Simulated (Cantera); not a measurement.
Feed: 1 mol SiCl4, 3.7 mol HCl, 4.7 mol H2, at 0.850 bar.

Cantera equilibrium calculation (NASA polynomials, part measured and part estimated; ideal gas, pure solids and liquids). Candidate condensed phases: Si; 19 gas species. Equilibrium is a limit: real reactors are often held back by kinetics, nucleation or transport.

Q: At 925 K, list the 4 most abundant gas species with their mole fractions, and the condensed phases.

A: H2 0.500, HCl 0.394, SiCl4 0.106, SiHCl3 0.000488. Condensed: gas only.
